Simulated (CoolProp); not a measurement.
Model: reference Helmholtz-energy equation of state, de Reuck 1990, in CoolProp.

Task: For fluorine, give the phase and the density (kg/m³), cp (kJ/(kg K)), cv (kJ/(kg K)), speed of sound (m/s) at -208.45 °C and 5.65 MPa; -84.85 °C and 5.65 MPa.

Result: 
- -208.45 °C and 5.65 MPa: liquid; density 1640, cp 1.47, cv 0.871, speed of sound 1060
- -84.85 °C and 5.65 MPa: supercritical; density 163, cp 1.10, cv 0.620, speed of sound 227
